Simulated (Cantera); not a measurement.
Charge: 1 mol Si₃N₄, 3 mol H₂O, at 0.320 bar.

Equilibrium computed with Cantera from the NASA thermochemical tables; the gas is ideal and each condensed phase is pure. Candidate condensed phases: H₂O, Si, SiO₂, Si₂N₂O, Si₃N₄; 35 gas species. Mutual solubility and eutectic melting of coexisting phases are not modelled. The tables hold silica as quartz up to 1696 K and as liquid above; real silica turns to tridymite and cristobalite and melts near 1996 K. Rates play no part.

x: gas mole fraction; n: condensed amount in mol.

```csv
T (°C),x H₂,x N₂,x SiO,x H,n SiO₂(β-quartz),n Si₂N₂O(s),n SiO₂(condensed)
625,0.750,0.250,<1e-12,___,1.000,1.00,0
700,0.750,0.250,<1e-12,___,1.000,1.00,0
775,0.750,0.250,<1e-12,___,1.000,1.00,0
850,0.750,0.250,2.01e-11,___,1.000,1.00,0
925,0.750,0.250,6.04e-10,___,1.000,1.00,0
1000,0.750,0.250,1.20e-8,___,1.000,1.00,0
1075,0.750,0.250,1.71e-7,___,1.000,1.00,0
1150,0.750,0.250,1.83e-6,___,0.999,1.00,0
1225,0.750,0.250,1.53e-5,___,0.999,1.00,0
1300,0.750,0.250,0.000104,___,0.999,1.00,0
1375,0.749,0.250,0.000591,___,0.998,1.000,0
1450,0.747,0.250,0.00286,___,0,0.997,0.995
1525,0.737,0.250,0.0121,___,0,0.984,0.983
```

Some entries are withheld; supply them.


- 625, x H: 1.68e-10
- 700, x H: 1.66e-9
- 775, x H: 1.18e-8
- 850, x H: 6.52e-8
- 925, x H: 2.91e-7
- 1000, x H: 1.09e-6
- 1075, x H: 3.54e-6
- 1150, x H: 1.02e-5
- 1225, x H: 2.63e-5
- 1300, x H: 6.22e-5
- 1375, x H: 0.000136
- 1450, x H: 0.000279
- 1525, x H: 0.000534
